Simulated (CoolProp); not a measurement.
2000 sccm (0 °C, 1 atm) of nitrogen bubbles through liquid m-xylene at 307.2 K and leaves saturated at a total pressure of 0.0333 MPa (ideal gas phase). Each further row changes one setting.

Model: reference Helmholtz-energy equation of state, Zhou 2012, in CoolProp.

```csv
case,vapour pressure (kPa),mole fraction of vapour,delivery (mg/min),delivery (sccm),change of delivery for a bath 1 K warmer (%)
as stated,1.85,___,___,118,5.9
bath temperature 312.2 K,2.41,0.0724,740,156,5.7
total pressure 0.0666 MPa,1.85,___,271,57.2,5.7
```

Task: What belongs in the gaps?

Result: 
- as stated, mole fraction of vapour: 0.0556
- as stated, delivery (mg/min): 558
- total pressure 0.0666 MPa, mole fraction of vapour: 0.0278
